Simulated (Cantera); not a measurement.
**Thermodynamics of halide evaporation, hydrolysis and transport, feed CuF₂ + O₂ + N₂**

Charge: 1 mol CuF₂, 0.45 mol O₂, 3 mol N₂, held at 38.3 Torr.

Cantera equilibrium calculation (NASA polynomials, part measured and part estimated; ideal gas, pure solids and liquids). Candidate condensed phases: Cu, CuF₂, CuO, Cu₂O; 22 gas species. Rates play no part.

From 525 °C to 825 °C the condensed part is CuF₂(s). From 900 °C to 1050 °C the condensed part is CuF₂(l). At 1125 °C nothing is condensed. The main Cu-bearing gas is CuF₂ throughout.

```tsv
T (°C)	x N₂	x CuF₂	x O₂	x CuF	x F	x NO	x O	n CuF₂(s)	n CuF₂(l)
525	0.870	9.60e-8	0.130	2.25e-11	2.25e-11	1.60e-6	<1e-12	1.00	0
600	0.870	2.72e-6	0.130	1.06e-9	1.05e-9	5.23e-6	3.04e-12	1.000	0
675	0.870	4.41e-5	0.130	2.66e-8	2.66e-8	1.42e-5	4.75e-11	1.000	0
750	0.869	0.000466	0.130	4.13e-7	4.13e-7	3.31e-5	4.98e-10	0.998	0
825	0.866	0.00349	0.130	4.37e-6	4.37e-6	6.89e-5	3.79e-9	0.988	0
900	0.857	0.0143	0.128	2.87e-5	2.87e-5	0.000129	2.22e-8	0	0.950
975	0.829	0.0459	0.124	0.000145	0.000145	0.000220	1.04e-7	0	0.833
1050	0.758	0.127	0.114	0.000607	0.000607	0.000331	3.97e-7	0	0.495
1125	0.673	0.222	0.101	0.00183	0.00183	0.000458	1.29e-6	0	0
```
x: gas mole fraction; n: condensed amount in mol.
